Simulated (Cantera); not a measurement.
Adiabatic ignition

An adiabatic, constant-volume homogeneous reactor starts with CH4 : O2 : N2 = 1 : 2.94 : 11.1 (molar parts), at 1148 K and 0.987 atm.

Cantera simulation using GRI-Mech 3.0 (53 species, 325 reactions); the numbers are that mechanism's predictions, not measurements.

```json
[
 {"t (s)": "1.00e-6", "T (K)": "1148", "P (bar)": "1.00", "x CH4": "0.0665", "x O2": "0.195", "x H2": "<1e-12", "x HCN": "<1e-12", "x H": "<1e-12", "x H2O": "<1e-12", "x CH2O": "<1e-12"},
 {"t (s)": "5.93e-6", "T (K)": "1148", "P (bar)": "1.00", "x CH4": "0.0665", "x O2": "0.195", "x H2": "2.96e-12", "x HCN": "<1e-12", "x H": "1.85e-12", "x H2O": "5.26e-12", "x CH2O": "2.81e-12"},
 {"t (s)": "3.51e-5", "T (K)": "1148", "P (bar)": "1.00", "x CH4": "0.0665", "x O2": "0.195", "x H2": "2.76e-11", "x HCN": "<1e-12", "x H": "2.83e-12", "x H2O": "1.38e-10", "x CH2O": "1.01e-10"},
 {"t (s)": "0.000208", "T (K)": "1148", "P (bar)": "1.00", "x CH4": "0.0665", "x O2": "0.195", "x H2": "3.99e-10", "x HCN": "<1e-12", "x H": "9.36e-12", "x H2O": "4.63e-9", "x CH2O": "3.74e-9"},
 {"t (s)": "0.00123", "T (K)": "1148", "P (bar)": "1.000", "x CH4": "0.0665", "x O2": "0.195", "x H2": "1.62e-8", "x HCN": "<1e-12", "x H": "8.98e-11", "x H2O": "2.44e-7", "x CH2O": "1.79e-7"},
 {"t (s)": "0.00730", "T (K)": "1148", "P (bar)": "1.00", "x CH4": "0.0665", "x O2": "0.195", "x H2": "1.50e-6", "x HCN": "<1e-12", "x H": "1.17e-9", "x H2O": "1.74e-5", "x CH2O": "1.35e-5"},
 {"t (s)": "0.0433", "T (K)": "1152", "P (bar)": "1.00", "x CH4": "0.0659", "x O2": "0.195", "x H2": "6.56e-5", "x HCN": "<1e-12", "x H": "1.17e-8", "x H2O": "0.000477", "x CH2O": "0.000268"},
 {"t (s)": "0.256", "T (K)": "2608", "P (bar)": "2.30", "x CH4": "<1e-12", "x O2": "0.0567", "x H2": "0.00330", "x HCN": "6.30e-11", "x H": "0.00151", "x H2O": "0.121", "x CH2O": "3.01e-11"},
 {"t (s)": "1.52", "T (K)": "2608", "P (bar)": "2.30", "x CH4": "<1e-12", "x O2": "0.0567", "x H2": "0.00330", "x HCN": "6.30e-11", "x H": "0.00151", "x H2O": "0.121", "x CH2O": "3.01e-11"},
 {"t (s)": "9.00", "T (K)": "2608", "P (bar)": "2.30", "x CH4": "<1e-12", "x O2": "0.0567", "x H2": "0.00330", "x HCN": "6.30e-11", "x H": "0.00151", "x H2O": "0.121", "x CH2O": "3.01e-11"}
]
```
x: mole fraction; the columns are a selection and need not sum to one.

```yaml
time_of_steepest_temperature_rise: 78.2 ms
temperature at 9.00 s: 2608 K
equilibrium_temperature: 2608 K
x(CH4) at 9.00 s: <1e-12 (gas-phase equilibrium <1e-12)
x(O2) at 9.00 s: 0.0567 (gas-phase equilibrium 0.0567)
x(H2) at 9.00 s: 0.00330 (gas-phase equilibrium 0.00330)
```
